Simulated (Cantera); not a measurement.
# Diamond growth

A diamond (100) surface in a fixed gas of H2 with x(CH4) = 0.0035, x(H) = 0.042, at 1150 K, 17.3 Torr; coverages are run to steady state.

Detailed kinetics in Cantera: the Harris–Goodwin 1993 mechanism for the reconstructed diamond (100) surface.

```tsv
x(CH3)	growth (µm/h)	θ c6HH	θ c6H*	θ c6*H	θ c6**	θ c6HM
1e-06	0.0174	0.473	0.0333	0.470	0.0244	5.83e-6
2.5e-06	0.0436	0.473	0.0333	0.470	0.0244	1.46e-5
6.3e-06	0.110	0.473	0.0333	0.470	0.0244	3.67e-5
1.6e-05	0.279	0.473	0.0333	0.470	0.0244	9.32e-5
4e-05	0.697	0.472	0.0333	0.469	0.0244	0.000233
9.9e-05	1.72	0.472	0.0333	0.469	0.0244	0.000576
0.00025	4.34	0.472	0.0333	0.468	0.0243	0.00145
0.00063	10.9	0.470	0.0331	0.467	0.0242	0.00364
0.0016	27.4	0.466	0.0328	0.462	0.0238	0.00915
```
θ: site fractions in the mechanism's names (c6HH fully hydrogenated, c6H* and c6*H radical sites, c6** diradical, c6HM methylated).
